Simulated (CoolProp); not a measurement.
Properties of acetone along the isotherm 239.35 °C.

Computed with CoolProp (reference Helmholtz-energy equation of state, Lemmon 2006). It is a short technical equation, of lower accuracy than the large ones.

```csv
p (MPa),phase,Z,cp (kJ/(kg K)),speed of sound (m/s),isothermal compressibility (1/MPa),expansivity (1/kK)
0.261,gas,0.9785,1.928,276.7,3.917,2.106
0.521,gas,0.9566,1.961,271.6,2.008,2.277
0.782,gas,0.9341,1.999,266.4,1.372,2.470
1.04,gas,0.9114,2.039,261.1,1.059,2.684
1.3,gas,0.8879,2.085,255.6,0.8724,2.930
1.56,gas,0.8637,2.137,250.0,0.7503,3.211
1.82,gas,0.8388,2.196,244.2,0.6656,3.535
2.09,gas,0.8120,2.267,238.0,0.6029,3.931
2.35,gas,0.7853,2.347,231.8,0.5593,4.384
```
